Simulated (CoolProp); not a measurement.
Vapour-liquid equilibrium of toluene (1) + n-octane (2) at 183.35 °C; x and y are mole fractions of (1).

Model: multi-fluid Helmholtz-energy mixture model, Lemmon 2006 and Beckmüller 2019; pair parameters Bell 2016, in CoolProp.

```csv
x,bubble pressure (MPa),y at the bubble point,dew pressure at overall composition x (MPa),liquid density (mol/L)
0.05,0.4108,0.074,0.4067,4.913
0.125,0.4288,0.176,0.4197,5.053
0.2,0.4456,0.268,0.4332,5.202
0.275,0.4613,0.352,0.4469,5.360
0.35,0.4758,0.430,0.4609,5.528
0.425,0.4891,0.502,0.4749,5.707
0.5,0.5012,0.571,0.4887,5.898
0.575,0.5121,0.636,0.5019,6.102
0.65,0.5219,0.700,0.5144,6.320
0.725,0.5306,0.762,0.5256,6.554
0.8,0.5381,0.825,0.5353,6.806
0.875,0.5443,0.888,0.5431,7.075
0.95,0.5493,0.954,0.5490,7.366
```

No azeotrope shows between x = 0.05 and 0.95.

Pair parameters are fitted to limited data, so mixtures are less certain than the pure fluids.
